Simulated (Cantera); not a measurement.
Charge: 1 mol CaCO3, 0.025 mol H2, held at 1.50 mbar.

Cantera equilibrium calculation (NASA polynomials, part measured and part estimated; ideal gas, pure solids and liquids). Candidate condensed phases: C, C6H6, C7H8, C8H18, Ca, CaCO3, CaO, Ca(OH)2, H2O; 115 gas species. The numbers say what is thermodynamically allowed, not how fast it happens. All values below are at 1050 °C.

Base state: CO2 0.952, CO 0.0241, H2O 0.0241, H2 0.000328 (mole fractions); condensed: CaO(s).

### Question
What changes in the equilibrium state with this change: H2 from 0.025 to 1.5 mol?

### Answer
```
species        before    after
-----------  --------  -------
H2           0.000328    0.325
H2O            0.0241    0.275
CO             0.0241    0.275
CO2             0.952    0.125
H             7.42e-7  2.33e-5
CaO(s), mol      1.00     1.00
```
